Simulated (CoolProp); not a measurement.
Vapour-liquid equilibrium of CHF3 (R23) (1) + sulfur hexafluoride (2) at -41.75 °C; x and y are mole fractions of (1).

The numbers come from the multi-fluid Helmholtz-energy mixture model, Penoncello 2003 and Guder 2009; pair parameters Bell 2016 in CoolProp.

| x | bubble pressure (bar) | y at the bubble point | dew pressure at overall composition x (bar) | liquid density (mol/L) |
|---|---|---|---|---|
| 0.05 | 4.001 | 0.222 | 3.340 | 12.51 |
| 0.15 | 5.096 | 0.422 | 3.697 | 12.82 |
| 0.25 | 5.751 | 0.516 | 4.128 | 13.18 |
| 0.35 | 6.170 | 0.576 | 4.653 | 13.59 |
| 0.45 | 6.459 | 0.622 | 5.284 | 14.06 |
| 0.55 | 6.670 | 0.666 | 5.991 | 14.60 |
| 0.65 | 6.821 | 0.712 | 6.601 | 15.22 |
| 0.75 | 6.907 | 0.767 | 6.890 | 15.95 |
| 0.85 | 6.903 | 0.837 | 6.892 | 16.78 |
| 0.95 | 6.762 | 0.935 | 6.732 | 17.73 |

y crosses x between x = 0.75 and 0.85: the model has an azeotrope there.

Pair parameters are fitted to limited data, so mixtures are less certain than the pure fluids.
